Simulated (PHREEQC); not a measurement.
# Polishing slurry liquid (model solution)

Make-up at 55 °C: 0.14 mol K2CO3, 7.5e-05 mol K2SO4 and 0.014 mol H3BO3 per kg of water. Closed to the air; pH follows from the charge balance.

The numbers come from PHREEQC with the ion-association model, phreeqc.dat.

This is a speciation only: nothing precipitates in the calculation.

### Question
Estimate the pH, activity of water, ionic strength.

### Answer
pH 10.52; activity of water 0.993; ionic strength 0.403 mol/kgw.

### Question
In which forms is S present?

### Answer
SO4-2 62 %, KSO4- 38 % of the S.

Away from 25 °C the constants follow the database's enthalpies or fits; those with neither stay at their 25 °C values.
